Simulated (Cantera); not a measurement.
Cantera run:

```python
import numpy as np
import cantera as ct

gas_names = [...]  # 115 gases of nasa_gas.yaml made of C, Ca, H, O
cond_names = """
    C(gr) C6H6(L) C7H8(L) C8H18(L),n-octa Ca(a) Ca(b) Ca(L) CaCO3(caL) CaO(s) CaO(L) CaO2H2(s) H2O(s)
    H2O(L)
""".split()


# ... load() reads the species with a 1 bar reference pressure and builds the phases ...
atoms = {
    'CaCO3': {'Ca': 1, 'C': 1, 'O': 3},
    'CO2': {'C': 1, 'O': 2},
    'H2': {'H': 2},
    'C': {'C': 1},
}
top_T = {'C(gr)': 4500}  # K; cautious upper limits of use, not melting points


# ... equilibrate(T, P, feed) seeds the gas with the atoms and calls Mixture.equilibrate('TP', solver="vcs", rtol=1e-11, max_steps=5000) ...
results = []
feed = {'CaCO3': 1, 'CO2': 0.48, 'H2': 1.8, 'C': 0.2}  # mol
T = 1650  # K
P = 133.322  # Pa
mix = equilibrate(T, P, feed)
results.append((T, P, feed, dict(zip(mix.species_names, mix.species_moles))))
x = sorted(zip(gas.X, gas.species_names), reverse=True)
print(f"T = {T:g} K  P = {P:g} Pa  gas = {mix.phase_moles(0):.4g} mol")
print("   x: " + "  ".join(f"{s} {v:.3e}" for v, s in x if v > 1e-06))
print("   condensed (mol): " + ("  ".join(f"{mix.phase(i).name} {mix.phase_moles(i):.4g}"
      for i in range(1, mix.n_phases) if mix.phase_moles(i) > 1e-12) or "none"))
```

Result:

```
T = 1650 K  P = 133.322 Pa  gas = 3.482 mol
   x: CO 3.700e-01  H2 2.612e-01  H2O 2.550e-01  CO2 1.125e-01  H 1.272e-03  OH 5.610e-05
   condensed (mol): CaO(s) 1
```

Cantera equilibrium calculation (NASA polynomials, part measured and part estimated; ideal gas, pure solids and liquids).
